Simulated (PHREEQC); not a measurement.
Dissolve 0.00096 mol/kgw NH4HS, 0.0031 mol/kgw Na2SiO3 and 0.00064 mol/kgw Na2S at 5 °C. Closed to the air; pH follows from the charge balance.

Equilibrium calculation in PHREEQC: ion-association model, phreeqc.dat.

```yaml
pH: 12.12
ionic_strength: 0.00764 mol/kgw
total_alkalinity: 8.44 meq/kg
```

```csv
species,molality,activity,log γ
Na+,0.00748,0.00685,-0.038
H3SiO4-,0.00299,0.00273,-0.039
OH-,0.00267,0.00244,-0.039
HS-,0.00153,0.00140,-0.039
NH3,0.000954,0.000955,0.001
H2SiO4-2,7.90e-5,5.60e-5,-0.150
S-2,7.19e-5,5.08e-5,-0.151
```

No solid was allowed to form. Species that the database lacks are ignored. At this temperature some constants are extrapolated from 25 °C, and those without enthalpy data are left unchanged.
